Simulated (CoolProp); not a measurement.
A single-stage vapour-compression cycle with R115: evaporating at 210.15 K (dew point), condensing at 273.15 K (bubble point), superheat 2 K, subcooling 0 K, compressor efficiency 0.8, no pressure losses. Each further row changes one setting.

Model: reference Helmholtz-energy equation of state, Lemmon 2016, in CoolProp.

| case | cooling COP | pressure ratio | discharge temperature (K) | refrigerating effect (kJ/kg) | volumetric capacity (kJ/m³) |
|---|---|---|---|---|---|
| as stated | ___ | 14.5 | 283.2 | 75.0 | 203 |
| evaporating temperature 215.15 K | 2.11 | ___ | ___ | ___ | 273 |
| condensing temperature 268.15 K | 2.09 | 12.4 | ___ | 80.1 | 217 |
| subcooling 5 K | 1.96 | 14.5 | 283.2 | 80.1 | 217 |
| superheat 12 K | 1.88 | 14.5 | 294.1 | ___ | 209 |
| compressor efficiency 0.7 | 1.60 | 14.5 | ___ | 75.0 | 203 |

### Question
What belongs in the gaps?

### Answer

- as stated, cooling COP: 1.83
- evaporating temperature 215.15 K, pressure ratio: 11.0
- evaporating temperature 215.15 K, discharge temperature (K): 281.5
- evaporating temperature 215.15 K, refrigerating effect (kJ/kg): 77.8
- condensing temperature 268.15 K, discharge temperature (K): 278.5
- superheat 12 K, refrigerating effect (kJ/kg): 81.1
- compressor efficiency 0.7, discharge temperature (K): 291.0
